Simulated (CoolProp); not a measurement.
R13 at 349.26 K and 0.847 MPa flows at 6.1 m/s in a round tube of 6 mm bore and 45 µm roughness, fully developed (64/Re and Nu = 3.66 if laminar; Colebrook and Gnielinski if turbulent). Each further row changes one setting.

Computed with CoolProp (reference Helmholtz-energy equation of state, Platzer 1990). This equation is an older, rougher fit.

| case | Reynolds number | Darcy friction factor | pressure drop (Pa/m) | heat-transfer coefficient (W/(m² K)) | mass flow (kg/h) |
|---|---|---|---|---|---|
| as stated | 69800 | … | 3510 | 725 | … |
| velocity 12.2 m/s | 140000 | … | … | 1440 | 39.6 |
| diameter 12 mm | 140000 | 0.0287 | 1420 | 580 | 79.3 |

Task: Complete the blanks.

Result: 
- as stated, Darcy friction factor: 0.0355
- as stated, mass flow (kg/h): 19.8
- velocity 12.2 m/s, Darcy friction factor: 0.0350
- velocity 12.2 m/s, pressure drop (Pa/m): 13900

Viscosity comes from a separate model (Huber 2003), an estimate that may be off by 10 % or more. Thermal conductivity comes from a separate model (Huber 2003), an estimate that may be off by 10 % or more.
